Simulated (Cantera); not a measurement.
Na₂CO₃ + H₂ + O₂ (calcination and drying)

A closed system holds: 1 mol Na₂CO₃, 0.12 mol H₂, a varied amount of O₂, at 1202 °C and 0.000260 bar.

Equilibrium computed with Cantera from the NASA thermochemical tables; the gas is ideal and each condensed phase is pure. Candidate condensed phases: C, C₆H₆, C₇H₈, C₈H₁₈, H₂O, Na, NaOH, NaO₂, Na₂CO₃, Na₂O, Na₂O₂; 117 gas species. The numbers say what is thermodynamically allowed, not how fast it happens.

| n(O₂) (mol) | x O₂ | x Na | x CO₂ | x NaOH | x H₂O | x NaO | x O | x CO |
|---|---|---|---|---|---|---|---|---|
| 0.093 | 0.138 | 0.514 | 0.285 | 0.0551 | 0.00661 | 0.000819 | 6.61e-5 | 0.000159 |
| 0.14 | 0.149 | 0.507 | 0.281 | 0.0546 | 0.00641 | 0.000840 | 6.88e-5 | 0.000151 |
| 0.22 | 0.168 | 0.496 | 0.275 | 0.0537 | 0.00612 | 0.000871 | 7.29e-5 | 0.000139 |
| 0.33 | 0.192 | 0.481 | 0.267 | 0.0524 | 0.00579 | 0.000905 | 7.81e-5 | 0.000126 |
| 0.5 | 0.227 | 0.460 | 0.256 | 0.0505 | 0.00540 | 0.000940 | 8.49e-5 | 0.000111 |
| 0.77 | 0.277 | 0.430 | 0.239 | 0.0474 | 0.00494 | 0.000971 | 9.37e-5 | 9.42e-5 |
| 1.2 | 0.344 | 0.390 | 0.217 | 0.0431 | 0.00445 | 0.000981 | 0.000104 | 7.66e-5 |
| 1.8 | 0.420 | 0.345 | 0.192 | 0.0380 | 0.00400 | 0.000958 | 0.000115 | 6.14e-5 |
| 2.7 | 0.505 | 0.294 | 0.164 | 0.0320 | 0.00356 | 0.000897 | 0.000127 | 4.77e-5 |
| 4.2 | 0.603 | 0.237 | 0.131 | 0.0252 | 0.00312 | 0.000788 | 0.000138 | 3.51e-5 |
| 6.4 | 0.691 | 0.184 | 0.102 | 0.0189 | 0.00271 | 0.000656 | 0.000148 | 2.54e-5 |
| 9.7 | 0.769 | 0.138 | 0.0762 | 0.0135 | 0.00233 | 0.000520 | 0.000156 | 1.80e-5 |
| 15 | 0.835 | 0.0991 | 0.0542 | 0.00903 | 0.00195 | 0.000388 | 0.000163 | 1.23e-5 |
x: gas mole fraction; nothing condenses.

From 0.093 mol O₂ to 15 mol O₂ nothing is condensed. The main Na-bearing gas is Na throughout.
